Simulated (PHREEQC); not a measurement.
Make-up at 57 °C: 0.091 mol/kgw HBr, 0.00053 mol/kgw FeCl3 and 0.042 mol/kgw MgCl2. Closed to the air; pH follows from the charge balance.

Computed with PHREEQC (ion-association model, wateq4f.dat).

Precipitation was switched off in this run.

Problem. What pH does the model give?

Solution. pH 1.15.

Problem. In which forms is Fe present?

Solution. FeCl+2 59 %, Fe+3 32 %, FeOH+2 6.6 %, FeCl2+ 2.3 % of the Fe.

The solution is supersaturated, for example in Hematite (slow to form), Goethite (slow to form), so a real one may precipitate; this is no full list. Constants without temperature data keep their 25 °C values here.
